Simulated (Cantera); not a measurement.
A perfectly stirred reactor is fed with H₂ : O₂ : N₂ : H₂O = 0.16 : 1 : 0.19 : 0.099 (molar parts), equivalence ratio 0.080, at 0.0267 bar; it is held at 1100 K, and followed from long to short residence time.

Computed with Cantera and GRI-Mech 3.0 (53 species, 325 reactions). Radical loss at walls, strong at low pressure, is not modelled. The temperature is held fixed by assumption; the heat of reaction is taken as removed at once.

One state of this run: x H₂ = 0.0195; x O₂ = 0.651; x NO = 6.22e-8; x N₂O = 7.12e-10; x OH = 0.00563. x: mole fraction; the columns are a selection and need not sum to one.

### Question
Which value of τ (s) does it belong to?
A) 0.058
B) 0.0034
C) 0.023
D) 0.0013

### Answer
D, 0.0013
